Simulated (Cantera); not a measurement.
A perfectly stirred reactor is fed with CH₄ : O₂ : N₂ : CO₂ = 1 : 1.67 : 6.27 : 1.4 (molar parts), equivalence ratio 1.2, at 0.987 atm; it is adiabatic with a 400 K inlet, and is followed from long to short residence time, starting on the burning branch (τ in s: 0.098, 0.04, 0.016, 0.0067, 0.0027, 0.0011, 0.00046, 0.00019, 7.7e-05, 3.1e-05).

Model: GRI-Mech 3.0 (53 species, 325 reactions), integrated in Cantera.

Question: What does this change do: 0.46 parts H2O added?

Answer: 
```csv
quantity,before,after
"blow-out, bracketed by the residence times tried","burning at 1.10 ms, out at 0.460 ms","burning at 1.10 ms, out at 0.460 ms"
x(CH₄) at τ = 98.0 ms,1.95e-5,2.81e-5
x(O₂) at τ = 98.0 ms,0.000466,0.000393
x(CO₂) at τ = 98.0 ms,0.174,0.169
x(NO) at τ = 98.0 ms,0.000124,8.85e-5
x(CH₃) at τ = 98.0 ms,8.81e-6,1.14e-5
x(CH₄) at τ = 1.10 ms,0.000349,0.000502
x(O₂) at τ = 1.10 ms,0.00660,0.00649
x(CO₂) at τ = 1.10 ms,0.165,0.161
x(NO) at τ = 1.10 ms,6.86e-5,4.99e-5
x(CH₃) at τ = 1.10 ms,0.000116,0.000160
```
